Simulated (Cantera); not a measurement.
Cantera with NASA thermochemical tables; ideal gases at 1 bar, condensed phases pure. Values are per mole of reaction as written; species without (g) are pure solids or liquids, kept so even where they would boil at 1 bar.

2 F₂(g) + Cu₂O = 2 CuF₂ + O(g), with ΔH° = -657.9 kJ and ΔS° = -181.8 J/K at 300 K.

### Question
How far is the shortcut ΔG° ≈ ΔH°(300 K) − T·ΔS°(300 K) from the full temperature-dependent value at 1423, 1523, 1623, 1723, 1823, 1923, 2023 K?

### Answer
```csv
T (K),shortcut (kJ),full (kJ),difference (kJ),difference in log10 K,condensed phases
1423,-399.1,-472.2,73.0,-2.68,"Cu₂O(s), CuF₂(l)"
1523,-380.9,-470.4,89.4,-3.07,"Cu₂O(l), CuF₂(l)"
1623,-362.8,-464.9,102.2,-3.29,"Cu₂O(l), CuF₂(l)"
1723,-344.6,-459.7,115.2,-3.49,"Cu₂O(l), CuF₂(l)"
1823,-326.4,-454.8,128.4,-3.68,"Cu₂O(l), CuF₂(l)"
1923,-308.2,-450.1,141.9,-3.85,"Cu₂O(l), CuF₂(l)"
2023,-290.0,-445.6,155.6,-4.02,"Cu₂O(l), CuF₂(l)"
```
The shortcut ignores heat capacities and the phase changes listed.
